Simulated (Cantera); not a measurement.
Equilibrium for abatement and gas-phase synthesis: SO2 + H2 + O2

Feed: 1 mol SO2, 2 mol H2, 2.6 mol O2, at 1.00 bar.

Cantera equilibrium calculation (NASA polynomials, part measured and part estimated; ideal gas, pure solids and liquids). Candidate condensed phases: H2O, H2SO4, S; 19 gas species. The numbers say what is thermodynamically allowed, not how fast it happens.

```tsv
T (K)	log p H2O	log p O2	log p SO2	log p OH	log p O	log p H2	log p H	log p SO
2250	-0.37	-0.47	-0.67	-1.85	-2.67	-2.95	-3.60	-3.39
2350	-0.38	-0.47	-0.67	-1.69	-2.42	-2.70	-3.26	-3.09
2450	-0.39	-0.47	-0.67	-1.55	-2.19	-2.48	-2.94	-2.82
2550	-0.40	-0.48	-0.68	-1.42	-1.97	-2.28	-2.65	-2.57
2650	-0.41	-0.49	-0.69	-1.31	-1.78	-2.10	-2.38	-2.34
2750	-0.43	-0.50	-0.70	-1.20	-1.60	-1.93	-2.13	-2.13
2850	-0.46	-0.51	-0.72	-1.11	-1.44	-1.78	-1.90	-1.94
2950	-0.50	-0.53	-0.74	-1.03	-1.29	-1.65	-1.70	-1.77
```
log p: log10 of the partial pressure in bar; nothing condenses.

From 2250 K to 2950 K nothing is condensed.
